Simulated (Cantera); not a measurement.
Input (Python, Cantera):

```python
import numpy as np
import cantera as ct

surf = ct.Interface("diamond.yaml", "diamond_100")
gas, bulk = surf.adjacent["gas"], surf.adjacent["diamond"]
k = surf.kinetics_species_index(bulk.species_names[0])
cover = ["c6HH", "c6H*", "c6*H", "c6**", "c6HM", "c6B"]

rows, drift = [], 0.0
print(f"{'T':>10s}{'um/h':>11s}" + "".join(f"{s:>11s}" for s in cover))
for v in [925, 975, 1025, 1075, 1125, 1175, 1225, 1275, 1325, 1375]:
    T, P, xH, xCH3 = v, 4800, 0.0021, 0.00046
    gas.TPX = T, P, {"H": xH, "CH3": xCH3, "CH4": 0.0064, "H2": 1 - xH - xCH3 - 0.0064}
    surf.TP = bulk.TP = T, P
    surf.coverages = "c6H*:0.1, c6HH:0.9"
    surf.advance_coverages(100.0)
    before = surf.coverages
    surf.advance_coverages(100.0)
    drift = max(drift, np.max(np.abs(surf.coverages - before) / (surf.coverages + 1e-9)))
    rate = surf.net_production_rates[k] * bulk.mean_molecular_weight / bulk.density * 3.6e9
    rows.append([rate, *surf[cover].coverages])
    print(f"{v:10.4g}{rate:11.4e}" + "".join(f"{x:11.3e}" for x in rows[-1][1:]))
```

Output:

```
         T       um/h       c6HH       c6H*       c6*H       c6**       c6HM        c6B
       925 6.4302e+00  5.564e-01  1.014e-02  2.604e-01  4.233e-03  1.326e-01  1.745e-08
       975 8.2813e+00  5.346e-01  1.382e-02  3.039e-01  6.452e-03  1.057e-01  2.247e-08
      1025 9.6046e+00  5.139e-01  1.818e-02  3.472e-01  9.388e-03  7.903e-02  2.606e-08
      1075 9.3409e+00  4.963e-01  2.328e-02  3.912e-01  1.315e-02  5.100e-02  2.535e-08
      1125 7.2522e+00  4.787e-01  2.892e-02  4.327e-01  1.768e-02  2.626e-02  1.968e-08
      1175 4.9087e+00  4.570e-01  3.464e-02  4.659e-01  2.264e-02  1.105e-02  1.332e-08
      1225 3.5272e+00  4.331e-01  4.014e-02  4.896e-01  2.772e-02  4.199e-03  9.571e-09
      1275 3.0322e+00  4.102e-01  4.542e-02  5.062e-01  3.279e-02  1.559e-03  8.228e-09
      1325 2.9229e+00  3.902e-01  5.050e-02  5.178e-01  3.774e-02  5.816e-04  7.931e-09
      1375 2.6817e+00  3.737e-01  5.538e-02  5.257e-01  4.254e-02  2.174e-04  7.277e-09
```

Detailed kinetics in Cantera: the Harris–Goodwin 1993 mechanism for the reconstructed diamond (100) surface.
